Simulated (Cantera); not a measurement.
# Transport properties of process gases

Gas mixture: N2 : CO2 : C2H6 = 0.17 : 0.78 : 0.85 (molar parts), at 180 Torr, frozen composition.

Cantera's kinetic-theory transport with the Lennard-Jones parameters of GRI-Mech 3.0, ideal gas; thermal conductivity in the mixture-averaged form. The composition is frozen, though it would react at the higher temperatures.

| T (K) | ρ (kg/m³) | cp (J/kg/K) | μ (µPa s) | λ (mW/m/K) | Pr | D (cm²/s) H2 | D (cm²/s) CO2 | D (cm²/s) H2O |
|---|---|---|---|---|---|---|---|---|
| 400 | 0.259 | 1432 | 16.3 | 30.5 | 0.764 | 4.34 | 0.826 | 1.19 |
| 650 | 0.159 | 1910 | 24.4 | 58.6 | 0.793 | 9.92 | 2.01 | 3.05 |
| 900 | 0.115 | 2241 | 31.1 | 86.1 | 0.810 | 17.1 | 3.56 | 5.56 |
| 1150 | 0.0902 | 2488 | 37.0 | 112 | 0.824 | 25.7 | 5.43 | 8.63 |
| 1400 | 0.0741 | 2660 | 42.4 | 136 | 0.832 | 35.7 | 7.59 | 12.2 |
| 1650 | 0.0628 | 2784 | 47.4 | 158 | 0.836 | 46.9 | 10.0 | 16.2 |
| 1900 | 0.0546 | 2873 | 52.0 | 178 | 0.837 | 59.2 | 12.7 | 20.6 |
| 2150 | 0.0482 | 2937 | 56.4 | 198 | 0.838 | 72.7 | 15.6 | 25.4 |
D: mixture-averaged diffusion coefficient of that species in the mixture.
